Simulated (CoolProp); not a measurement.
Computed with CoolProp (reference Helmholtz-energy equation of state, Setzmann 1991).

**Question.** For methane, give the phase and the cp (kJ/(kg K)), speed of sound (m/s), Joule-Thomson coefficient (K/MPa) at 200.5 K and 1.4 MPa; 285.5 K and 1.4 MPa; 328 K and 1.4 MPa.

**Answer.** 
- 200.5 K and 1.4 MPa: gas; cp 2.39, speed of sound 353, Joule-Thomson coefficient 9.54
- 285.5 K and 1.4 MPa: gas; cp 2.29, speed of sound 435, Joule-Thomson coefficient 4.71
- 328 K and 1.4 MPa: gas; cp 2.37, speed of sound 466, Joule-Thomson coefficient 3.50
